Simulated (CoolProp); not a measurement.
Vapour-liquid equilibrium of R125 (1) + propane (2) at 8.04 bar; x and y are mole fractions of (1).

Model: multi-fluid Helmholtz-energy mixture model, Lemmon 2005 and Lemmon 2009; pair parameters Bell 2016, in CoolProp.

```tsv
x	bubble temperature (K)	y at the bubble point	dew temperature at overall composition x (K)	liquid density (mol/L)
0.05	285.8	0.164	289.9	[?]
0.2	276.9	0.406	284.5	11.37
0.35	273.8	0.506	279.0	11.19
0.5	272.6	0.569	[?]	11.02
0.65	272.4	0.632	272.5	10.92
0.8	[?]	0.725	274.6	10.87
0.95	276.8	0.902	277.9	10.81
```

Q: What belongs in the gaps?

A: 
- 0.05, liquid density (mol/L): 11.45
- 0.5, dew temperature at overall composition x (K): 274.0
- 0.8, bubble temperature (K): 273.3

y crosses x between x = 0.5 and 0.65: the model has an azeotrope there.

The pair parameters rest on a limited set of measurements; away from them the model extrapolates.
